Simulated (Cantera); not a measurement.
An adiabatic, constant-pressure homogeneous reactor starts with CO : H₂ : O₂ : N₂ : H₂O = 1 : 1.1 : 1.36 : 5.32 : 1.3 (molar parts), equivalence ratio 0.77, at 1425 K and 19.0 bar. Integrator tolerance rtol = 1e-08.

Model: GRI-Mech 3.0 (53 species, 325 reactions), integrated in Cantera. The hydrogen kinetics of GRI-Mech 3.0 are dated; newer H2 mechanisms differ, most at raised pressure. The pressure lies above the range GRI-Mech 3.0 was tuned for (to about 10 atm).

| quantity | before | after |
|---|---|---|
| time of steepest temperature rise | 6.95 µs | 5.68 µs |
| temperature at 0.500 s | 2679 K | 2824 K |
| equilibrium temperature | 2679 K | 2824 K |
| x(CO) at 0.500 s | 0.0111 (gas-phase equilibrium 0.0111) | 0.0282 (gas-phase equilibrium 0.0282) |
| x(H₂) at 0.500 s | 0.00429 (gas-phase equilibrium 0.00429) | 0.0158 (gas-phase equilibrium 0.0158) |
| x(O₂) at 0.500 s | 0.0329 (gas-phase equilibrium 0.0329) | 0.0107 (gas-phase equilibrium 0.0107) |
| x(N₂O) at 0.500 s | 2.18e-6 (gas-phase equilibrium 2.18e-6) | 1.47e-6 (gas-phase equilibrium 1.47e-6) |
| x(HO₂) at 0.500 s | 1.82e-5 (gas-phase equilibrium 1.82e-5) | 1.17e-5 (gas-phase equilibrium 1.17e-5) |
| x(H₂O) at 0.500 s | 0.252 (gas-phase equilibrium 0.252) | 0.297 (gas-phase equilibrium 0.297) |
| x(NO₂) at 0.500 s | 1.35e-5 (gas-phase equilibrium 1.35e-5) | 4.67e-6 (gas-phase equilibrium 4.67e-6) |

Q: Which change was made?
(A) H2 1.1 to 3 parts
(B) pressure from 19.0 bar to 0.260 bar
(C) pressure from 19.0 bar to 1.01 bar
(D) H2 1.1 to 1.8 parts

A: D, H2 1.1 to 1.8 parts
